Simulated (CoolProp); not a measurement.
Values from CoolProp's reference Helmholtz-energy equation of state, Penoncello 2003.

**Question.** For CHF3 (R23), give the phase and the density (kg/m³), cp (kJ/(kg K)), isothermal compressibility (1/MPa), expansivity (1/kK) at -111.65 °C and 0.201 MPa; -111.65 °C and 2.42 MPa.

**Answer.** 
- -111.65 °C and 0.201 MPa: liquid; density 1550, cp 1.20, isothermal compressibility 0.00111, expansivity 2.27
- -111.65 °C and 2.42 MPa: liquid; density 1560, cp 1.20, isothermal compressibility 0.00108, expansivity 2.24
